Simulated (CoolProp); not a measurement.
Model: reference Helmholtz-energy equation of state, Lemmon 2006, in CoolProp. It is a short technical equation, of lower accuracy than the large ones.

### Question
For nitrous oxide, give the phase and the density (kg/m³), fugacity coefficient at 312.8 K and 25000 kPa.

### Answer
- 312.8 K and 25000 kPa: supercritical; density 873, fugacity coefficient 0.292
